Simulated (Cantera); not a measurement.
What does this Cantera script print?

```python
import numpy as np
import cantera as ct

gas = ct.Solution("gri30.yaml")


def delay(T, t_max=10):
    gas.TPX = T, 580000, {'CH4': 1, 'O2': 3.51, 'N2': 18.6}
    reactor = ct.IdealGasReactor(gas, clone=False)
    net = ct.ReactorNet([reactor])
    net.rtol, net.atol = 1e-8, 1e-16
    while net.time < t_max:
        t_old, T_old = net.time, reactor.T
        net.step()
        if reactor.T > T + 400:  # ignition: a rise of 400 K
            return t_old + (T + 400 - T_old) / (reactor.T - T_old) * (net.time - t_old)
    return np.nan


taus = []
for T in [1048, 1148, 1248, 1348, 1448, 1548, 1648, 1748]:
    taus.append(delay(T))
    print(f"T0 = {T:6g} K   tau = {taus[-1]:.4e} s")
```

Output:

```
T0 =   1048 K   tau = 7.3029e-02 s
T0 =   1148 K   tau = 1.7083e-02 s
T0 =   1248 K   tau = 4.7347e-03 s
T0 =   1348 K   tau = 1.4785e-03 s
T0 =   1448 K   tau = 5.1198e-04 s
T0 =   1548 K   tau = 1.9590e-04 s
T0 =   1648 K   tau = 8.3243e-05 s
T0 =   1748 K   tau = 3.9359e-05 s
```

Computed with Cantera and GRI-Mech 3.0 (53 species, 325 reactions).
